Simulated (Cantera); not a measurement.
**Thermodynamics of halide evaporation, hydrolysis and transport, feed MgF₂ + N₂**

Input: 1 mol MgF₂, 5.1 mol N₂.

Cantera equilibrium calculation (NASA polynomials, part measured and part estimated; ideal gas, pure solids and liquids). Candidate condensed phases: Mg, MgF₂; 13 gas species. Kinetics and transport are ignored.

Q: Map the stable condensed phases over T = 627, 702, 777, 852, 927, 1002, 1077, 1152, 1227 °C and P in Pa = 0.10, 0.40, 1.6, 6.3, 25, 100, 400, 1600, 6300, 25000, 100000.

A: 
```
T in °C \ P in Pa
           0.10   0.40    1.6    6.3     25    100    400   1600   6300  25000 100000
   1227       A      A      A      A      A      B      B      B      B      B      B
   1152       A      A      A      A      B      B      B      B      B      B      B
   1077       A      A      B      B      B      B      B      B      B      B      B
   1002       A      B      B      B      B      B      B      B      B      B      B
    927       B      B      B      B      B      B      B      B      B      B      B
    852       B      B      B      B      B      B      B      B      B      B      B
    777       B      B      B      B      B      B      B      B      B      B      B
    702       B      B      B      B      B      B      B      B      B      B      B
    627       B      B      B      B      B      B      B      B      B      B      B
```
A: gas only; B: MgF₂.
